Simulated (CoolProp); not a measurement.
Vapour-liquid equilibrium of fluoroethane (R161) (1) + R227EA (2) at -86.45 °C; x and y are mole fractions of (1).

The numbers come from the multi-fluid Helmholtz-energy mixture model, Wu 2012 and Lemmon 2016; pair parameters Bell 2016 in CoolProp.

| x | bubble pressure, mixture model (bar) | bubble pressure, Raoult's law (bar) | y, mixture model | y, Raoult's law |
|---|---|---|---|---|
| 0.05 | 0.01188 | 0.01366 | 0.079 | 0.195 |
| 0.15 | 0.01334 | 0.01783 | 0.292 | 0.449 |
| 0.25 | 0.01613 | 0.02201 | 0.513 | 0.606 |
| 0.35 | 0.02017 | 0.02619 | 0.687 | 0.713 |
| 0.45 | 0.02511 | 0.03036 | 0.804 | 0.790 |
| 0.55 | 0.03052 | 0.03454 | 0.878 | 0.849 |
| 0.65 | 0.03599 | 0.03871 | 0.925 | 0.895 |
| 0.75 | 0.04126 | 0.04289 | 0.956 | 0.933 |
| 0.85 | 0.04624 | 0.04707 | 0.977 | 0.963 |
| 0.95 | 0.05100 | 0.05124 | 0.993 | 0.989 |

The largest gap from Raoult's law is -26.7 % in bubble pressure, at x = 0.25. No azeotrope shows between x = 0.05 and 0.95.

Pair parameters are fitted to limited data, so mixtures are less certain than the pure fluids.
